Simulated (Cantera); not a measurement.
A Cantera script and what it prints.

```python
import numpy as np
import cantera as ct

gas_names = """
    H H2 N NH NH2 NH3 N2 N2H2 N2H4 Pb Pb2
""".split()
cond_names = """
    Pb(cr) Pb(L)
""".split()


# ... load() reads the species with a 1 bar reference pressure and builds the phases ...
atoms = {
    'Pb': {'Pb': 1},
    'H2': {'H': 2},
    'N2': {'N': 2},
}
top_T = {}  # K; cautious upper limits of use, not melting points


# ... equilibrate(T, P, feed) seeds the gas with the atoms and calls Mixture.equilibrate('TP', solver="vcs", rtol=1e-11, max_steps=5000) ...
results = []
feed = {'Pb': 1, 'H2': 1.6, 'N2': 0.13}  # mol
T = 1575  # K
P = 460  # Pa
mix = equilibrate(T, P, feed)
results.append((T, P, feed, dict(zip(mix.species_names, mix.species_moles))))
print(gas.report(threshold=0.001))
for i in range(1, mix.n_phases):
    print(f"{mix.phase(i).name:16s} {mix.phase_moles(i):12.5e} mol")
```

It prints:

```
       temperature   1575 K
          pressure   460 Pa
           density   0.0027538 kg/m^3
  mean mol. weight   78.395 kg/kmol
   phase of matter   gas

                          1 kg             1 kmol
                     ---------------   ---------------
          enthalpy        1.3527e+06        1.0605e+08  J
   internal energy        1.1857e+06        9.2952e+07  J
           entropy            3137.5        2.4596e+05  J/K
    Gibbs function       -3.5888e+06       -2.8134e+08  J
 heat capacity c_p            368.46             28886  J/K
 heat capacity c_v            262.41             20571  J/K

                      mass frac. Y      mole frac. X     chem. pot. / RT
                     ---------------   ---------------   ---------------
                H2          0.015062           0.58571           -24.663
                N2          0.017012          0.047608            -34.59
                Pb           0.96788            0.3662           -14.708
     [   +8 minor]        5.0022e-05        0.00047728

Pb(L)             0.00000e+00 mol
```

Method: chemical equilibrium by Gibbs-energy minimisation in Cantera with the NASA 1993 tables (ideal gas, pure condensed phases).
